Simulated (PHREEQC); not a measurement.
PHREEQC input (ion-association model, wateq4f.dat):

```
SOLUTION_SPECIES
  2 NO3- + 12 H+ + 10 e- = N2 + 6 H2O  # shut off: nitrate stays nitrate
    -log_k -100
    -delta_h 0
    -analytic -100
SOLUTION 1
  temp 20
  units mol/kgw
  pH 7 charge
  N(5) 0.001
SOLUTION 2
  temp 20
  units mol/kgw
  pH 7 charge
  S(6) 0.1145
  Al 0.04
  Ni 0.0015
END
SELECTED_OUTPUT 1
  -reset false
  -pH true
  -pe true
  -ionic_strength true
  -water true
  -totals Al N Ni S N(5) N(3) N(0) N(-3) S(-2) S(6)
  -molalities H+ Al+3 NO3- Ni+2 SO4-2 NH3 AlOH+2 Al(OH)2+ Al(OH)3 Al(OH)4-
    AlSO4+ Al(SO4)2- HSO4- H2S HS- S-2 O2 NH4+ NH4SO4- OH-
    AlHSO4+2 NO2- NiOH+ Ni(OH)2 Ni(OH)3- NiSO4 Ni(SO4)2-2
  -equilibrium_phases Al(OH)3(a) Ni(OH)2 Ni4(OH)6SO4 Basaluminite Morenosite
PRINT
  -reset false
MIX 1
  1 1
  2 0
EQUILIBRIUM_PHASES 1
  Al(OH)3(a) 0 0
  Ni(OH)2 0 0
  Ni4(OH)6SO4 0 0
  Basaluminite 0 0
  Morenosite 0 0
  O2(g) -0.68 10
END
# ... the last block is repeated for the other 10 points of share of solution B
```

Selected output (columns that matter, 9 of 11 rows; share of solution B added in front):

```
share of solution B	pH	mu	Al	N	Ni	S	m_H+	m_Al+3	m_NO3-	m_Ni+2	m_SO4-2	m_AlSO4+	m_Al(SO4)2-	m_HSO4-
0	3.0146	0.001	0	0.001	0	0	0.001	0	0.001	0	0	0	0	0
0.1	2.0983	0.022603	0.004	0.0009	0.00015	0.01145	0.0090019	0.0008155	0.0009	0.00011332	0.0054555	0.0029028	0.00027826	0.0024955
0.2	1.8687	0.039357	0.008	0.0008	0.0003	0.0229	0.015654	0.001362	0.0008	0.00021348	0.0090348	0.0058204	0.00080568	0.0063354
0.4	1.6348	0.069129	0.016	0.0006	0.0006	0.0458	0.027551	0.0023935	0.0006	0.00040865	0.014447	0.011413	0.0021498	0.015406
0.5	1.5588	0.083054	0.02	0.0005	0.00075	0.05725	0.033115	0.0029011	0.0005	0.00050574	0.016685	0.014129	0.0029031	0.020319
0.6	1.4964	0.096581	0.024	0.0004	0.0009	0.0687	0.038513	0.0034075	0.0004	0.00060286	0.018725	0.016807	0.0036915	0.025394
0.8	1.3975	0.12278	0.032	0.0002	0.0012	0.0916	0.048936	0.0044212	0.0002	0.00079735	0.02237	0.022071	0.0053456	0.035903
0.9	1.3569	0.13557	0.036	0.0001	0.00135	0.10305	0.054003	0.0049295	0.0001	0.00089472	0.024027	0.024666	0.006202	0.041295
1	1.3204	0.14818	0.04	0	0.0015	0.1145	0.058992	0.005439	0	0.00099216	0.025596	0.02724	0.0070737	0.046761
```
